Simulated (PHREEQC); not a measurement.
1.1 g of hydrous ferric oxide (600 m²/g; 0.2 weak and 0.005 strong sites per Fe, Dzombak-Morel constants, diffuse double layer) in 1 kg of water with 0.01 mol/kgw of an inert sodium salt and 5.2e-06 mol BaCl2, at 25 °C; the pH is set by adding NaOH or the inert anion's acid. O2 is buffered at 0.21 atm. The system is closed to CO2. Precipitation was switched off in this run.

Base run: PHREEQC, ion-association model, wateq4f.dat. Each further column changes one thing. The table gives surface potential ψ (mV).

```csv
pH,base,background salt from 0.01 to 0.001 mol/kgw,oxide from 1.1 to 5.5 g/kgw
3,201,228,195
4.33,175,196,172
5,152,[?],[?]
6.33,95,[?],[?]
7.67,25,[?],[?]
9,-48,-51,-49
9.67,-83,-89,-83
11,-142,-154,[?]
```

Fill in the missing entries.


- 5, background salt from 0.01 to 0.001 mol/kgw: 168
- 5, oxide from 1.1 to 5.5 g/kgw: 150
- 6.33, background salt from 0.01 to 0.001 mol/kgw: 101
- 6.33, oxide from 1.1 to 5.5 g/kgw: 94
- 7.67, background salt from 0.01 to 0.001 mol/kgw: 26
- 7.67, oxide from 1.1 to 5.5 g/kgw: 24
- 11, oxide from 1.1 to 5.5 g/kgw: -141

The oxide is taken as insoluble; below pH 4 it would dissolve.
